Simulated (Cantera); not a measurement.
A closed system holds: 1 mol Fe(CO)5, 0.5 mol N2, equilibrated at 0.100 bar.

These are equilibrium values from Cantera (NASA tables, ideal gas, pure condensed phases), not measurements of a reactor. Candidate condensed phases: C, Fe, Fe(CO)5, FeO, Fe2O3, Fe3O4; 27 gas species. Condensed phases not in the tables: cementite and carbon dissolved in iron. The numbers say what is thermodynamically allowed, not how fast it happens.

**Question.** At 1300 K, list the 3 most abundant gas species with their mole fractions, and the condensed phases.

**Answer.** CO 0.909, N2 0.0909, CO2 0.000427. Condensed: C(graphite) + Fe(γ).
